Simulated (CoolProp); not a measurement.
Vapour-liquid equilibrium of carbonyl sulfide (1) + propane (2) at 262.2 K; x and y are mole fractions of (1).

Values from CoolProp's multi-fluid Helmholtz-energy mixture model, Lemmon 2006 and Lemmon 2009; pair parameters Bell 2016.

Give the bubble pressure and the first vapour's composition at x = 0.275, 0.425, 0.5. Is there an azeotrope?

x = 0.275: 0.3769 MPa, y = 0.340; x = 0.425: 0.3951 MPa, y = 0.493; x = 0.5: 0.4037 MPa, y = 0.565. No azeotrope shows between x = 0.05 and 0.95.

The pair parameters rest on a limited set of measurements; away from them the model extrapolates.
